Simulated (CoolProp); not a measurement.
A single-stage vapour-compression cycle with R152A: evaporating at 301.15 K (dew point), condensing at 369.15 K (bubble point), superheat 2 K, subcooling 5 K, compressor efficiency 0.9, no pressure losses. Each further row changes one setting.

Computed with CoolProp (reference Helmholtz-energy equation of state, Outcalt 1996). It is a modified Benedict-Webb-Rubin equation, recast in Helmholtz form.

```
case                              cooling COP  pressure ratio  discharge temperature (K)  refrigerating effect (kJ/kg)  volumetric capacity (kJ/m³)
--------------------------------  -----------  --------------  -------------------------  ----------------------------  ---------------------------
as stated                                 ___            4.98                      389.6                           149                         2970
evaporating temperature 306.15 K         2.84            4.32                      388.2                           152                         3490
condensing temperature 364.15 K          2.90            4.51                        ___                           161                          ___
subcooling 10 K                          2.73            4.98                      389.6                           162                         3220
superheat 12 K                           2.57            4.98                      398.5                           162                         3050
compressor efficiency 0.8                 ___            4.98                        ___                           149                         2970
```

Complete the blanks.


- as stated, cooling COP: 2.52
- condensing temperature 364.15 K, discharge temperature (K): 383.5
- condensing temperature 364.15 K, volumetric capacity (kJ/m³): 3210
- compressor efficiency 0.8, cooling COP: 2.24
- compressor efficiency 0.8, discharge temperature (K): 393.5
